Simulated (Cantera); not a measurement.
Standard-state values (1 bar) from the NASA 1993 polynomials, evaluated with Cantera. Values are per mole of reaction as written; species without (g) are pure solids or liquids, kept so even where they would boil at 1 bar.

2 NO(g) + 2 Mg(g) → N2(g) + 2 MgO

```tsv
T (K)	ΔH° (kJ)	ΔS° (J/K)	ΔG° (kJ)	log10 K
1950	…	…	…	…
2000	-1636.4	-432.1	-772.1	20.17
2050	…	…	…	…
2100	…	…	…	…
2150	-1631.5	-429.8	-707.5	17.19
```

Q: Complete the blanks.

A: 
- 1950, ΔH° (kJ): -1638.0
- 1950, ΔS° (J/K): -432.9
- 1950, ΔG° (kJ): -793.8
- 1950, log10 K: 21.26
- 2050, ΔH° (kJ): -1634.8
- 2050, ΔS° (J/K): -431.3
- 2050, ΔG° (kJ): -750.6
- 2050, log10 K: 19.12
- 2100, ΔH° (kJ): -1633.1
- 2100, ΔS° (J/K): -430.5
- 2100, ΔG° (kJ): -729.0
- 2100, log10 K: 18.13
